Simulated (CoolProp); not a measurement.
Model: reference Helmholtz-energy equation of state, Thol 2016, in CoolProp.

Problem. Give the vapour pressure (MPa), vapour density (kg/m³), enthalpy of vaporisation (kJ/kg), liquid cp (kJ/(kg K)) of saturated hexamethyldisiloxane (MM) at 410.4, 422.2, 445.7 K.

Solution. 
```tsv
T (K)	p (MPa)	vapour density (kg/m³)	enthalpy of vaporisation (kJ/kg)	liquid cp (kJ/(kg K))
410.4	0.263	14.3	172	2.24
422.2	0.343	18.7	164	2.28
445.7	0.557	31.0	147	2.38
```
